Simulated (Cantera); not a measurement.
Input: 1 mol FeS, 2600 mol H₂, 8.9 mol H₂O, equilibrated at 675 K and 200 Pa.

Cantera equilibrium calculation (NASA polynomials, part measured and part estimated; ideal gas, pure solids and liquids). Candidate condensed phases: Fe, FeO, Fe(OH)₂, Fe(OH)₃, FeS, FeSO₄, FeS₂, Fe₂O₃, Fe₂(SO₄)₃, Fe₃O₄, H₂O, H₂SO₄, S; 22 gas species. FeS: taken at fixed stoichiometry. Kinetics and transport are ignored.

Base state: H₂ 0.997, H₂O 0.00341, H₂S 2.40e-5 (mole fractions); condensed: Fe(α) + FeS(s).

Q: What changes in the equilibrium state with this change: temperature from 675 K to 1600 K?

A: 
```
species       before     after
-----------  -------  --------
H₂             0.997     0.995
H₂O          0.00341   0.00341
H              <1e-9   0.00121
Fe             <1e-9  0.000383
SH             <1e-9   6.67e-5
H₂S          2.40e-5  0.000292
Fe(α), mol    0.0627         0
FeS(s), mol    0.937         0
```
